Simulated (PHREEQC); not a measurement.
Solution (60 °C): 0.039 mol/kgw ZnSO4, 0.00038 mol/kgw Na2SO4 and 0.035 mol/kgw MnSO4. Closed to the air; pH follows from the charge balance.

Equilibrium calculation in PHREEQC: ion-association model, phreeqc.dat.

Each row changes one thing in this solution. Precipitation was switched off in this run.

| case | pH | ionic strength (mol/kgw) | SO4-2 (mol/kgw) | Zn+2 (mol/kgw) | MnSO4 (mol/kgw) | Mn+2 (mol/kgw) |
|---|---|---|---|---|---|---|
| as made | 5.33 | 0.144 | 0.0325 | 0.0187 | 0.0180 | 0.0170 |
| Na2SO4 from 0.00038 to 0.00057 mol/kgw | 5.33 | 0.144 | 0.0326 | 0.0187 | 0.0180 | 0.0170 |
| MnSO4 from 0.035 to 0.0385 mol/kgw | [?] | 0.150 | 0.0338 | 0.0185 | 0.0199 | 0.0186 |
| temperature from 60 to 15 °C | [?] | 0.166 | 0.0368 | 0.0191 | 0.0128 | 0.0222 |
| ZnSO4 from 0.039 to 0.0195 mol/kgw | [?] | 0.109 | 0.0258 | 0.00961 | 0.0177 | 0.0173 |

Task: Fill in the missing entries.

Result: 
- MnSO4 from 0.035 to 0.0385 mol/kgw, pH: 5.34
- temperature from 60 to 15 °C, pH: 5.88
- ZnSO4 from 0.039 to 0.0195 mol/kgw, pH: 5.43

At this temperature some constants are extrapolated from 25 °C, and those without enthalpy data are left unchanged.
